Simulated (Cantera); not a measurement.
Mixture: 9.63 % CH₄, 2.22 % H₂, 18.5 % O₂, 69.7 % N₂, at 3.85 atm, adiabatic and at constant volume. Ignition delay is the time to a rise of 400 K.

Detailed kinetics in Cantera: GRI-Mech 3.0 (53 species, 325 reactions).

Problem. Predict: delay at 1175 K; delay at 1250 K; delay at 1325 K; delay at 1400 K; delay at 1475 K; apparent activation energy between 1325 and 1475 K.

Solution. 
- delay at 1175 K = 2.31 ms
- delay at 1250 K = 1.22 ms
- delay at 1325 K = 0.647 ms
- delay at 1400 K = 0.346 ms
- delay at 1475 K = 0.189 ms
- apparent activation energy between 1325 and 1475 K = 130 kJ/mol
